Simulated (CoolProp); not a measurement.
20 sccm (0 °C, 1 atm) of nitrogen bubbles through liquid octamethyltrisiloxane (MDM) at 319 K and leaves saturated at a total pressure of 0.0387 MPa (ideal gas phase). Each further row changes one setting.

Values from CoolProp's reference Helmholtz-energy equation of state, Thol 2017.

```tsv
case	vapour pressure (kPa)	mole fraction of vapour	delivery (mg/min)	delivery (sccm)	change of delivery for a bath 1 K warmer (%)
as stated	1.75	___	___	0.945	___
bath temperature 324 K	___	0.0591	___	___	5.8
total pressure 0.0774 MPa	1.75	0.0226	___	___	5.8
```

Problem. Some entries are withheld; supply them.

Solution. 
- as stated, mole fraction of vapour: 0.0451
- as stated, delivery (mg/min): 9.98
- as stated, change of delivery for a bath 1 K warmer (%): 5.9
- bath temperature 324 K, vapour pressure (kPa): 2.29
- bath temperature 324 K, delivery (mg/min): 13.3
- bath temperature 324 K, delivery (sccm): 1.26
- total pressure 0.0774 MPa, delivery (mg/min): 4.87
- total pressure 0.0774 MPa, delivery (sccm): 0.462
